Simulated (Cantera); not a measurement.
Charge: 1 mol SiH4, 0.0055 mol C2H2, 1300 mol H2, equilibrated at 1330 Pa.

Cantera equilibrium calculation (NASA polynomials, part measured and part estimated; ideal gas, pure solids and liquids). Candidate condensed phases: C, C6H6, C7H8, C8H18, Si, SiC; 87 gas species. Mutual solubility and eutectic melting of coexisting phases are not modelled. Gases not in the tables: Si2H6 and higher silanes. Kinetics and transport are ignored.

log p: log10 of the partial pressure in bar; n: condensed amount in mol.

| T (K) | log p H2 | log p H | log p Si | log p SiH | n Si(s) | n SiC(s) | n Si(l) |
|---|---|---|---|---|---|---|---|
| 1523 | -1.88 | -5.57 | -7.74 | ? | 0.984 | 0.0107 | 0 |
| 1623 | -1.88 | -5.10 | -6.81 | ? | 0.962 | 0.0106 | 0 |
| 1723 | -1.88 | -4.68 | -6.01 | ? | 0 | 0.00997 | 0.853 |
| 1823 | -1.88 | -4.30 | -5.35 | ? | 0 | 0.00506 | 0.445 |
| 1923 | -1.88 | -3.97 | -5.06 | ? | 0 | 0 | 0 |
| 2023 | -1.88 | -3.66 | -5.04 | ? | 0 | 0 | 0 |
| 2123 | -1.89 | -3.39 | -5.03 | ? | 0 | 0 | 0 |
| 2223 | -1.90 | -3.14 | -5.03 | ? | 0 | 0 | 0 |
| 2323 | -1.92 | -2.92 | -5.03 | ? | 0 | 0 | 0 |
| 2423 | -1.94 | -2.72 | -5.04 | ? | 0 | 0 | 0 |
| 2523 | -1.98 | -2.55 | -5.05 | ? | 0 | 0 | 0 |
| 2623 | -2.03 | -2.39 | -5.07 | ? | 0 | 0 | 0 |

Task: Complete the blanks.

Result: 
- 1523, log p SiH: -8.22
- 1623, log p SiH: -7.44
- 1723, log p SiH: -6.79
- 1823, log p SiH: -6.26
- 1923, log p SiH: -6.09
- 2023, log p SiH: -6.17
- 2123, log p SiH: -6.26
- 2223, log p SiH: -6.35
- 2323, log p SiH: -6.44
- 2423, log p SiH: -6.53
- 2523, log p SiH: -6.63
- 2623, log p SiH: -6.74
